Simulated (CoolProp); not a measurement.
Vapour pressure (bar) of tetrahydrofuran: the reference equation beside estimates from Tc = 540.2 K, pc = 53.04 bar, ω = 0.234. Clausius-Clapeyron is anchored at 423.3 K with a constant enthalpy of vaporisation of 24.72 kJ/mol.

The numbers come from the reference Helmholtz-energy equation of state, Fiedler 2023 in CoolProp.

| T (K) | reference | Clausius-Clapeyron | Redlich-Kwong | Soave-Redlich-Kwong |
|---|---|---|---|---|
| 368.5 | 2.410 | 2.976 | 3.716 | 2.398 |
| 377.7 | 3.061 | … | 4.593 | 3.058 |
| 386.8 | 3.830 | 4.359 | 5.599 | 3.841 |
| 395.9 | 4.737 | 5.201 | 6.753 | 4.768 |
| 405 | … | 6.157 | 8.068 | … |
| 414.1 | 7.026 | 7.235 | … | 7.122 |
| 423.3 | 8.457 | 8.457 | 11.24 | 8.599 |
| 432.4 | 10.08 | 9.804 | 13.10 | 10.27 |
| 441.5 | 11.91 | 11.30 | 15.16 | 12.18 |
| 450.6 | 13.99 | 12.94 | 17.43 | 14.34 |
| 459.7 | 16.32 | 14.75 | … | 16.76 |
| 468.8 | … | 16.72 | 22.65 | 19.47 |
| 478 | 21.89 | 18.89 | 25.65 | 22.53 |

Task: What belongs in the gaps?

Result: 
- 377.7, Clausius-Clapeyron: 3.622
- 405, reference: 5.797
- 405, Soave-Redlich-Kwong: 5.856
- 414.1, Redlich-Kwong: 9.552
- 459.7, Redlich-Kwong: 19.93
- 468.8, reference: 18.94

Absolute difference from the reference over all 13 rows, mean and median: Clausius-Clapeyron 9.6 and 9.6 %, Redlich-Kwong 34.0 and 32.9 %, Soave-Redlich-Kwong 1.6 and 1.7 %.
